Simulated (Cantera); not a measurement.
Stirred combustor or abatement burner

A perfectly stirred reactor is fed with 9.67 % CH4, 16.2 % O2, 60.6 % N2, 13.5 % CO2, equivalence ratio 1.2, at 1.00 bar; it is adiabatic with a 400 K inlet, and is followed from long to short residence time, starting on the burning branch (τ in s: 0.098, 0.04, 0.016, 0.0067, 0.0027, 0.0011, 0.00046, 0.00019, 7.7e-05, 3.1e-05).

Computed with Cantera and GRI-Mech 3.0 (53 species, 325 reactions).

| τ (s) | T (K) | x CH4 | x O2 | x CO2 | x NO | x CH3 |
|---|---|---|---|---|---|---|
| 0.098 | 1890 | 1.95e-5 | 0.000466 | 0.174 | 0.000124 | 8.81e-6 |
| 0.040 | 1880 | 2.94e-5 | 0.000860 | 0.173 | 0.000131 | 1.35e-5 |
| 0.016 | 1865 | 4.83e-5 | 0.00155 | 0.172 | 0.000129 | 2.13e-5 |
| 0.0067 | 1844 | 8.33e-5 | 0.00259 | 0.170 | 0.000116 | 3.41e-5 |
| 0.0027 | 1815 | 0.000161 | 0.00420 | 0.168 | 9.40e-5 | 5.96e-5 |
| 0.0011 | 1777 | 0.000349 | 0.00660 | 0.165 | 6.86e-5 | 0.000116 |
| 0.00046 | 400 | 0.0967 | 0.162 | 0.135 | <1e-12 | <1e-12 |
| 0.00019 | 400 | 0.0967 | 0.162 | 0.135 | <1e-12 | <1e-12 |
| 7.7e-5 | 400 | 0.0967 | 0.162 | 0.135 | <1e-12 | <1e-12 |
| 3.1e-5 | 400 | 0.0967 | 0.162 | 0.135 | <1e-12 | <1e-12 |
x: mole fraction; the columns are a selection and need not sum to one.
